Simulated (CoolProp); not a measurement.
The numbers come from the reference Helmholtz-energy equation of state, Zhou 2011 in CoolProp.

**Question.** For dimethyl carbonate, give the phase and the cp (kJ/(kg K)), Joule-Thomson coefficient (K/MPa) at 419.9 K and 0.131 MPa; 452.5 K and 0.131 MPa.

**Answer.** 
- 419.9 K and 0.131 MPa: gas; cp 1.51, Joule-Thomson coefficient 15.1
- 452.5 K and 0.131 MPa: gas; cp 1.58, Joule-Thomson coefficient 11.9
